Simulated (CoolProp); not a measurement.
Model: reference Helmholtz-energy equation of state, Schmidt 1985, in CoolProp. Above 300 K oxygen's equation is extrapolated.

Task: For oxygen, give the phase and the Joule-Thomson coefficient (K/MPa), Prandtl number at 454.5 K and 2.91 MPa.

Result: 
- 454.5 K and 2.91 MPa: gas; Joule-Thomson coefficient 0.946, Prandtl number 0.727

Viscosity comes from a separate model (Lemmon 2004). Thermal conductivity comes from a separate model (Lemmon 2004).
